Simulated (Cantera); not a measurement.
A closed system holds: 1 mol CuO, 12 mol H₂, 8.2 mol H₂O, equilibrated at 0.133 bar.

Equilibrium computed with Cantera from the NASA thermochemical tables; the gas is ideal and each condensed phase is pure. Candidate condensed phases: Cu, CuO, Cu(OH)₂, Cu₂O, H₂O; 12 gas species. Equilibrium is a limit: real reactors are often held back by kinetics, nucleation or transport. All values below are at 1448 K.

Base state: H₂ 0.545, H₂O 0.455, Cu 2.49e-5, H 1.86e-5 (mole fractions); condensed: Cu(l).

**Question.** What changes in the equilibrium state with this change: pressure from 0.133 bar to 0.000930 bar?

**Answer.** 
```
species      before     after
----------  -------  --------
H₂            0.545     0.542
H₂O           0.455     0.454
Cu          2.49e-5   0.00357
H           1.86e-5  0.000223
Cu(l), mol    0.999     0.928
```
